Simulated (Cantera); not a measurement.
A jet of 1.11 % CH₄, 11.1 % O₂, 87.8 % N₂, equivalence ratio 0.20 at 300 K and 0.0900 bar hits a platinum plate 3 cm away at a mass flux of 0.021 kg/m²/s; the plate temperature is set and raised in steps from an oxygen-covered start.

Cantera simulation using Deutschmann's 1995 Pt surface mechanism with GRI-Mech 3.0 gas chemistry; the numbers are that mechanism's predictions, not measurements. Catalytic surfaces can have several steady states; this one follows from the mechanism file's or the stated starting coverage.

One state of this run: wall x CH₄ = 0.00375; wall x O₂ = 0.0955; wall x H₂O = 0.0137; wall x OH = 1.63e-7; wall x CO = 2.67e-6; wall x CO₂ = 0.00891; θ free Pt = 0.338; θ O* = 0.661. x: mole fraction at the wall; θ: surface coverage.

Q: Which value of plate T (K) does it belong to?
(A) 950
(B) 1000
(C) 1100
(D) 1050

A: B, 1000
